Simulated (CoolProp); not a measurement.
n-dodecane along the isobar 5.19 bar: fugacity coefficient from the reference equation and from simpler models built on Tc = 385.0 °C, pc = 18.18 bar, ω = 0.574; each cubic takes its own stable root.

Model: reference Helmholtz-energy equation of state, Lemmon 2004, in CoolProp. It is a short technical equation, of lower accuracy than the large ones.

```csv
T (°C),phase,reference
130.95,liquid,0.01510
139.45,liquid,0.02071
147.95,liquid,0.02793
156.45,liquid,0.03707
164.95,liquid,0.04848
173.45,liquid,0.06252
181.95,liquid,0.07958
190.45,liquid,0.1001
198.95,liquid,0.1244
207.45,liquid,0.1529
215.95,liquid,0.1860
224.45,liquid,0.2241
232.95,liquid,0.2676
241.45,liquid,0.3167
249.95,liquid,0.3718
```

### Question
How far does each simpler model (Redlich-Kwong, Peng-Robinson) lie from the reference over these 15 states: mean and median of the absolute difference, and the worst?

### Answer
- Redlich-Kwong: mean 240.3 %, median 205.9 %, worst +510.7 % at 130.95 °C and 5.19 bar
- Peng-Robinson: mean 3.3 %, median 3.0 %, worst +5.1 % at 130.95 °C and 5.19 bar
